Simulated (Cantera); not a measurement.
An isothermal, constant-pressure homogeneous reactor starts with NH₃ : H₂ = 1 : 5.9 (molar parts), at 2100 K and 0.0133 bar.

Cantera simulation using the gas-phase N/H chemistry of the illustrative SiF4/NH3 mechanism in the Surface Chemkin manual (1991); the numbers are that mechanism's predictions, not measurements. Walls and surfaces, which speed up NH3 decomposition in real reactors, are not modelled.

x: mole fraction; the columns are a selection and need not sum to one.

| t (s) | x NH₃ | x H₂ | x H | x N | x NH |
|---|---|---|---|---|---|
| 6.00e-6 | 0.145 | 0.855 | 4.20e-7 | <1e-12 | <1e-12 |
| 3.09e-5 | 0.145 | 0.855 | 2.39e-6 | <1e-12 | 4.97e-11 |
| 0.000160 | 0.145 | 0.855 | 1.28e-5 | 2.20e-12 | 2.38e-9 |
| 0.000823 | 0.145 | 0.855 | 6.62e-5 | 4.18e-10 | 7.26e-8 |
| 0.00424 | 0.145 | 0.855 | 0.000339 | ___ | 1.93e-6 |
| 0.0219 | 0.143 | 0.855 | 0.00119 | ___ | 2.30e-5 |
| 0.113 | 0.126 | 0.864 | 0.00133 | 2.84e-6 | 2.47e-5 |
| 0.582 | 0.0675 | 0.897 | 0.00168 | 2.82e-6 | 1.98e-5 |
| 3.00 | 0.00211 | 0.930 | 0.00590 | ___ | 7.32e-6 |

Fill in the missing entries.


- 0.00424, x N: 5.84e-8
- 0.0219, x N: 2.41e-6
- 3.00, x N: 3.61e-6
